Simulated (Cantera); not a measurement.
# Thermodynamics of nitride etching, feed AlN + Cl₂ + N₂

Input: 1 mol AlN, 1.6 mol Cl₂, a varied amount of N₂, at 973.15 K and 0.000820 bar.

Equilibrium computed with Cantera from the NASA thermochemical tables; the gas is ideal and each condensed phase is pure. Candidate condensed phases: Al, AlCl₃, AlN; 11 gas species. Kinetics and transport are ignored.

From 2.3 mol N₂ to 37 mol N₂ nothing is condensed. The main Al-bearing gas is AlCl₃ throughout.

```
n(N₂) (mol)  log p N₂  log p AlCl₃  log p Cl₂  log p Cl
-----------  --------  -----------  ---------  --------
2.3             -3.23        -3.68      -4.69     -5.93
2.9             -3.21        -3.74      -4.75     -5.97
3.6             -3.19        -3.80      -4.82     -6.00
4.6             -3.17        -3.88      -4.89     -6.04
5.8             -3.16        -3.96      -4.97     -6.08
7.3             -3.14        -4.04      -5.05     -6.12
9.2             -3.13        -4.12      -5.14     -6.16
12              -3.12        -4.22      -5.24     -6.21
15              -3.12        -4.31      -5.33     -6.26
19              -3.11        -4.40      -5.43     -6.30
23              -3.11        -4.48      -5.51     -6.34
29              -3.10        -4.57      -5.61     -6.39
37              -3.10        -4.67      -5.71     -6.45
```
log p: log10 of the partial pressure in bar; nothing condenses.
